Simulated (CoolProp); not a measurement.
Properties of carbon dioxide along the isotherm 442.15 °C (Tc = 31.0 °C, pc = 7.377 MPa, ω = 0.224).

Model: reference Helmholtz-energy equation of state, Span 1996, in CoolProp.

```csv
p (MPa),phase,density (kg/m³),cp (kJ/(kg K)),Joule-Thomson coefficient (K/MPa),isothermal compressibility (1/MPa),Prandtl number
0.0117,gas,0.08658,1.133,1.291,85.47,0.727
0.0176,gas,0.1302,1.133,1.291,56.82,0.727
0.0265,gas,0.1961,1.133,1.290,37.74,0.727
0.04,gas,0.2960,1.134,1.290,25.00,0.727
0.0604,gas,0.4470,1.134,1.290,16.56,0.727
0.0911,gas,0.6741,1.134,1.289,10.98,0.727
0.137,gas,1.014,1.134,1.288,7.299,0.727
0.207,gas,1.532,1.134,1.286,4.831,0.727
0.313,gas,2.316,1.135,1.284,3.195,0.727
0.472,gas,3.493,1.136,1.280,2.119,0.727
0.712,gas,5.269,[?],1.275,1.405,0.728
1.07,gas,7.918,1.139,1.267,0.9346,0.728
1.62,gas,11.99,1.141,[?],0.6172,0.728
2.45,gas,18.13,1.145,1.236,0.4080,0.729
3.69,gas,27.30,1.151,1.209,0.2707,[?]
```

Q: Complete the blanks.

A: 
- 0.712, cp (kJ/(kg K)): 1.137
- 1.62, Joule-Thomson coefficient (K/MPa): 1.255
- 3.69, Prandtl number: 0.731

Viscosity comes from a separate model (Laesecke 2017). Thermal conductivity comes from a separate model (Huber 2016).
